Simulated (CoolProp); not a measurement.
Saturated liquid density (kg/m³) of octamethyltrisiloxane (MDM): the reference equation beside estimates from Tc = 565.4 K, pc = 14.38 bar, ω = 0.528.

The numbers come from the reference Helmholtz-energy equation of state, Thol 2017 in CoolProp.

```tsv
T (K)	reference	van der Waals	Redlich-Kwong
280.8	832.5	(withheld)	705.6
305.3	808.1	(withheld)	686.1
329.7	783.1	450.9	665.0
354.1	(withheld)	437.7	642.2
378.5	(withheld)	423.6	617.5
403	(withheld)	408.2	590.3
427.4	(withheld)	391.6	(withheld)
451.8	640.7	373.2	(withheld)
476.2	604.9	352.6	490.3
500.6	563.5	328.7	447.5
```

Task: Fill in the missing entries.

Result: 
- 280.8, van der Waals: 475.1
- 305.3, van der Waals: 463.3
- 354.1, reference: 757.5
- 378.5, reference: 730.8
- 403, reference: 702.7
- 427.4, reference: 672.9
- 427.4, Redlich-Kwong: 560.5
- 451.8, Redlich-Kwong: 527.5

Absolute difference from the reference over all 10 rows, mean and median: van der Waals 42.1 and 42.0 %, Redlich-Kwong 16.6 and 15.7 %.
